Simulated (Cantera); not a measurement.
A freely propagating, adiabatic, planar premixed flame of CH₄ : O₂ : N₂ = 1 : 1.54 : 5.78 (molar parts), unburnt at 325 K and 0.148 atm; mixture-averaged transport, grid criteria slope 0.08 and curve 0.16, no radiation.

Detailed kinetics in Cantera: GRI-Mech 3.0 (53 species, 325 reactions). Burning velocities carry a grid error of a few per cent, more on coarse grids.

**Question.** How do the results move with these cheaper or finer settings: unity-Lewis-number transport; multicomponent transport; multicomponent+Soret transport; grid criteria slope 0.5, curve 1; grid criteria slope 0.25, curve 0.5; grid criteria slope 0.03, curve 0.06?

**Answer.** 
```
setting                               laminar burning velocity  thermal thickness  peak x(C₂H₆)  grid points  grid points
------------------------------------  ------------------------  -----------------  ------------  -----------  -----------
as above                                             51.6 cm/s            2.39 mm       0.00178          157          157
unity-Lewis-number transport                         30.9 cm/s            3.35 mm       0.00110          149          149
multicomponent transport                             51.5 cm/s            2.43 mm       0.00181          157          157
multicomponent+Soret transport                       51.5 cm/s            2.38 mm       0.00176          160          160
grid criteria slope 0.5, curve 1                     55.1 cm/s            2.65 mm       0.00183           44           44
grid criteria slope 0.25, curve 0.5                  52.2 cm/s            2.51 mm       0.00180           71           71
grid criteria slope 0.03, curve 0.06                 50.9 cm/s            2.38 mm       0.00178          369          369
```
The base run took around 22 core-seconds (rough).
Unity Lewis numbers drop preferential diffusion, which matters most where H2 and H carry the flame; Soret adds thermal diffusion.
